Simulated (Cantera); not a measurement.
Input: 1 mol PbO, 110 mol H2, equilibrated at 1177 °C.

Method: chemical equilibrium by Gibbs-energy minimisation in Cantera with the NASA 1993 tables (ideal gas, pure condensed phases). Candidate condensed phases: H2O, Pb, PbO, PbO2, Pb3O4; 12 gas species. Equilibrium is a limit: real reactors are often held back by kinetics, nucleation or transport.

Question: Which condensed phases are stable at each of these points (P (Pa)): 10, 52, 270, 1400, 7200, 37000, 190000, 1000000?

Answer: 
```tsv
P (Pa)	condensed phases	Pb condensed (%)
10	gas only	0.0
52	gas only	0.0
270	gas only	0.0
1400	gas only	0.0
7200	gas only	0.0
37000	gas only	0.0
190000	Pb(l)	13.0
1000000	Pb(l)	83.6
```

From 10.0 Pa to 0.370 bar nothing is condensed. From 1.90 bar to 10.0 bar the condensed part is Pb(l).
